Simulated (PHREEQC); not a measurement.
0.044 g of hydrous ferric oxide (600 m²/g; 0.2 weak and 0.005 strong sites per Fe, Dzombak-Morel constants, diffuse double layer) in 1 kg of water with 0.3 mol/kgw of an inert sodium salt and 0.035 mmol/kgw ZnSO4 and 0.0003 mmol/kgw NaF, at 25 °C; the pH is set by adding NaOH or the inert anion's acid. O2 is buffered at 0.21 atm. No CO2 enters from the air. Nothing may precipitate in this run.

Equilibrium calculation in PHREEQC: ion-association model, wateq4f.dat.

Task: Predict S sorbed (%) at pH = 3, 5.5, 7.5, 8, 9.

Result: 
| pH | S sorbed (%) |
|---|---|
| 3 | 27.6 |
| 5.5 | 10.2 |
| 7.5 | 0.2 |
| 8 | 0.1 |
| 9 | 0.0 |

The oxide is taken as insoluble; below pH 4 it would dissolve.
